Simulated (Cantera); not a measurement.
A closed system holds: 1 mol HMDSO, 17 mol O2, 15 mol N2, 4.5 mol NO, held at 877 °C and 75.0 Torr.

These are equilibrium values from Cantera (NASA tables, ideal gas, pure condensed phases), not measurements of a reactor. Candidate condensed phases: C, C6H6, C7H8, C8H18, H2O, Si, SiC, SiO2, Si2N2O, Si3N4; 151 gas species. The feed counts by its element totals alone. The tables hold silica as quartz up to 1696 K and as liquid above; real silica turns to tridymite and cristobalite and melts near 1996 K. The numbers say what is thermodynamically allowed, not how fast it happens.

Base state: N2 0.437, H2O 0.228, O2 0.183, CO2 0.152, NO 9.14e-5 (mole fractions); condensed: SiO2(β-quartz).

### Question
What changes in the equilibrium state with this change: temperature from 877 °C to 1750 °C?

### Answer
| species | before | after |
|---|---|---|
| N2 | 0.437 | 0.432 |
| H2O | 0.228 | 0.224 |
| O2 | 0.183 | 0.179 |
| OH | 3.82e-6 | 0.00585 |
| NO | 9.14e-5 | 0.00558 |
| CO2 | 0.152 | 0.150 |
| CO | 5.73e-9 | 0.00179 |
| H | <1e-9 | 0.000144 |
| SiO2(β-quartz), mol | 2.00 | 0 |
| SiO2(l), mol | 0 | 2.00 |
Gases not in the tables: Si(OH)4.

### Question
What changes in the equilibrium state with this change: HMDSO replaced by SiH4?

### Answer
```tsv
species	before	after
N2	0.437	0.473
O2	0.183	0.473
H2O	0.228	0.0548
CO2	0.152	0
NO	9.14e-5	0.000152
SiO2(β-quartz), mol	2.00	1.00
```
